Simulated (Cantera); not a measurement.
Feed: 1 mol MgSO₄, 1.3 mol H₂, 0.068 mol H₂O, held at 11.0 Pa.

Method: chemical equilibrium by Gibbs-energy minimisation in Cantera with the NASA 1993 tables (ideal gas, pure condensed phases). Candidate condensed phases: H₂O, H₂SO₄, Mg, MgO, Mg(OH)₂, MgS, MgSO₄, S; 26 gas species. Gases not in the tables: S₃ to S₇. Rates play no part.

Task: At 1273 K, list the 4 most abundant gas species with their mole fractions, and the condensed phases.

Result: H₂O 0.535, SO₂ 0.391, H₂ 0.0523, S₂ 0.0174. Condensed: MgO(s).
